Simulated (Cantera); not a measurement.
Cantera with NASA thermochemical tables; ideal gases at 1 bar, condensed phases pure. Values are per mole of reaction as written; species without (g) are pure solids or liquids, kept so even where they would boil at 1 bar. VN: taken at fixed stoichiometry.

NO2(g) + 4 H(g) + V = VN + 2 H2O(g)

```csv
T (K),ΔH° (kJ),ΔS° (J/K),ΔG° (kJ),log10 K
1075,(withheld),(withheld),(withheld),(withheld)
1150,-1636.0,-360.7,-1221.1,55.46
1225,(withheld),(withheld),(withheld),(withheld)
1300,-1639.7,-363.8,-1166.8,46.88
1375,-1641.5,-365.1,-1139.4,43.29
```

Some entries are withheld; supply them.


- 1075, ΔH° (kJ): -1633.9
- 1075, ΔS° (J/K): -358.9
- 1075, ΔG° (kJ): -1248.1
- 1075, log10 K: 60.65
- 1225, ΔH° (kJ): -1637.9
- 1225, ΔS° (J/K): -362.4
- 1225, ΔG° (kJ): -1194.0
- 1225, log10 K: 50.91
